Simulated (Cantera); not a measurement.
Feed: 1 mol SO2, 0.64 mol N2, equilibrated at 1600 °C and 1.00 bar.

Method: chemical equilibrium by Gibbs-energy minimisation in Cantera with the NASA 1993 tables (ideal gas, pure condensed phases). Candidate condensed phases: S; 17 gas species. Kinetics and transport are ignored.

Base state: SO2 0.608, N2 0.390, SO 0.00122, O2 0.000469, NO 0.000175, SO3 0.000108 (mole fractions); condensed: gas only.

Task: What changes in the equilibrium state with this change: temperature from 1600 °C to 1977 °C?

Result: 
```
species    before     after
-------  --------  --------
SO2         0.608     0.596
N2          0.390     0.388
SO        0.00122    0.0101
O2       0.000469   0.00427
S         9.06e-7   4.93e-5
O         5.12e-6  0.000241
S2        4.79e-7   1.31e-5
NO       0.000175   0.00141
```
